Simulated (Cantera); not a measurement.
A perfectly stirred reactor is fed with H2 : O2 : H2O = 0.02 : 1 : 0.043 (molar parts), equivalence ratio 0.010, at 220 Pa; it is held at 1425 K, and followed from long to short residence time.

Cantera simulation using GRI-Mech 3.0 (53 species, 325 reactions); the numbers are that mechanism's predictions, not measurements. Radical loss at walls, strong at low pressure, is not modelled.

x: mole fraction; the columns are a selection and need not sum to one.

```
τ (s)       x H2   x O2    x HO2   x H2O2      x O
------  --------  -----  -------  -------  -------
2.3     0.000292  0.929  1.93e-7  6.28e-9  0.00944
1.0     0.000364  0.927  2.11e-7  6.75e-9   0.0114
0.47    0.000430  0.925  2.21e-7  7.02e-9   0.0125
0.21    0.000525  0.925  2.28e-7  7.20e-9   0.0132
0.098   0.000687  0.924  2.31e-7  7.36e-9   0.0134
0.044    0.00104  0.925  2.35e-7  7.57e-9   0.0132
0.020    0.00176  0.925  2.40e-7  7.87e-9   0.0125
0.0092       ___  0.927  2.44e-7  8.16e-9      ___
0.0042       ___  0.929  2.43e-7  7.84e-9      ___
```

Q: What belongs in the gaps?

A: 
- 0.0092, x H2: 0.00320
- 0.0092, x O: 0.0111
- 0.0042, x H2: 0.00607
- 0.0042, x O: 0.00860
